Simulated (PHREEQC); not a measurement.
Dissolve 0.0052 mol/kgw Ni(NO3)2, 3.1e-05 mol/kgw NaOH and 0.0015 mol/kgw NiCl2 at 25 °C. Closed to the air; pH follows from the charge balance.

Model: ion-association model, wateq4f.dat, run in PHREEQC.

Question: The ionic strength comes out as 0.0200 mol/kgw. What activity coefficients do Ni+2, NiOH+, Cl-, Na+, NiCl+ get?

Answer: Ni+2 0.57, NiOH+ 0.87, Cl- 0.87, Na+ 0.87, NiCl+ 0.87.

Precipitation was switched off in this run. Saturation is exceeded, for instance for Ni(OH)2; the values hold only as long as no solid forms.
